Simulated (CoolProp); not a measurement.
Vapour-liquid equilibrium of n-heptane (1) + m-xylene (2) at 495.9 K; x and y are mole fractions of (1).

Computed with CoolProp (multi-fluid Helmholtz-energy mixture model, Span 2003 and Zhou 2012; pair parameters Bell 2016).

Give the bubble pressure and the first vapour's composition at x = 0.125, 0.35, 0.575. Is there an azeotrope?

x = 0.125: 0.7427 MPa, y = 0.235; x = 0.35: 0.9294 MPa, y = 0.508; x = 0.575: 1.100 MPa, y = 0.701. No azeotrope shows between x = 0.05 and 0.95.

The pair parameters rest on a limited set of measurements; away from them the model extrapolates.
